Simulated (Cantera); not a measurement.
# Fluorocarbon and chlorocarbon gases: CCl4 + CH4

A closed system holds: 1 mol CCl4, 0.012 mol CH4, at 1.00 bar.

Method: chemical equilibrium by Gibbs-energy minimisation in Cantera with the NASA 1993 tables (ideal gas, pure condensed phases). Candidate condensed phases: C, C6H6, C7H8, C8H18; 91 gas species. The tables' values for CCl are old estimates; treat these amounts as uncertain. Gases not in the tables: chlorinated aromatics. Rates play no part.

| T (°C) | x Cl | x Cl2 | x HCl | x C3 | x C2 | x C | n C(graphite) |
|---|---|---|---|---|---|---|---|
| 1225 | 0.0553 | 0.921 | 0.0231 | <1e-12 | <1e-12 | <1e-12 | 1.01 |
| 1375 | 0.133 | 0.845 | 0.0221 | <1e-12 | <1e-12 | <1e-12 | 1.01 |
| 1525 | 0.265 | 0.715 | 0.0206 | <1e-12 | <1e-12 | <1e-12 | 1.01 |
| 1675 | 0.442 | 0.539 | 0.0185 | 7.43e-12 | <1e-12 | 9.63e-12 | 1.01 |
| 1825 | 0.628 | 0.355 | 0.0163 | 2.76e-10 | 2.37e-11 | 2.28e-10 | 1.01 |
| 1975 | 0.779 | 0.206 | 0.0145 | 6.25e-9 | 5.50e-10 | 3.52e-9 | 1.01 |
| 2125 | 0.876 | 0.110 | 0.0133 | 9.48e-8 | 8.57e-9 | 3.86e-8 | 1.01 |
| 2275 | 0.928 | 0.0583 | 0.0127 | 1.03e-6 | 9.61e-8 | 3.18e-7 | 1.01 |
| 2425 | 0.955 | 0.0315 | 0.0124 | 8.57e-6 | 8.20e-7 | 2.07e-6 | 1.01 |
| 2575 | 0.969 | 0.0178 | 0.0121 | 5.64e-5 | 5.56e-6 | 1.10e-5 | 1.01 |
| 2725 | 0.976 | 0.0105 | 0.0119 | 0.000305 | 3.10e-5 | 4.97e-5 | 1.00 |
| 2875 | 0.979 | 0.00645 | 0.0115 | 0.00140 | 0.000146 | 0.000194 | 0.988 |
| 3025 | 0.976 | 0.00410 | 0.0109 | 0.00555 | 0.000598 | 0.000666 | 0.927 |
| 3175 | 0.960 | 0.00264 | 0.00967 | 0.0194 | 0.00215 | 0.00206 | 0.714 |
x: gas mole fraction; n: condensed amount in mol.

From 1225 °C to 3175 °C the condensed part is C(graphite). The main C-bearing gas is CCl4 at 1225 °C and C3 at 3175 °C.
